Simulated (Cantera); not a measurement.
SO2 + O2 + N2 (abatement and gas-phase synthesis)

Feed: 1 mol SO2, 0.23 mol O2, 0.18 mol N2, at 10.0 mbar.

Cantera equilibrium calculation (NASA polynomials, part measured and part estimated; ideal gas, pure solids and liquids). Candidate condensed phases: S; 17 gas species. Equilibrium is a limit: real reactors are often held back by kinetics, nucleation or transport.

From 1975 K to 2675 K nothing is condensed.

```json
[
 {"T (K)": "1975", "x SO2": "0.706", "x O2": "0.161", "x SO": "0.00207", "x O": "0.00221", "x N2": "0.126", "x S": "2.08e-6"},
 {"T (K)": "2075", "x SO2": "0.701", "x O2": "0.161", "x SO": "0.00500", "x O": "0.00467", "x N2": "0.125", "x S": "1.13e-5"},
 {"T (K)": "2175", "x SO2": "0.691", "x O2": "0.160", "x SO": "0.0110", "x O": "0.00922", "x N2": "0.124", "x S": "5.24e-5"},
 {"T (K)": "2275", "x SO2": "0.672", "x O2": "0.160", "x SO": "0.0223", "x O": "0.0172", "x N2": "0.123", "x S": "0.000209"},
 {"T (K)": "2375", "x SO2": "0.641", "x O2": "0.160", "x SO": "0.0416", "x O": "0.0303", "x N2": "0.120", "x S": "0.000720"},
 {"T (K)": "2475", "x SO2": "0.591", "x O2": "0.161", "x SO": "0.0709", "x O": "0.0514", "x N2": "0.116", "x S": "0.00216"},
 {"T (K)": "2575", "x SO2": "0.521", "x O2": "0.161", "x SO": "0.110", "x O": "0.0833", "x N2": "0.110", "x S": "0.00567"},
 {"T (K)": "2675", "x SO2": "0.430", "x O2": "0.159", "x SO": "0.155", "x O": "0.130", "x N2": "0.103", "x S": "0.0131"}
]
```
x: gas mole fraction; nothing condenses.
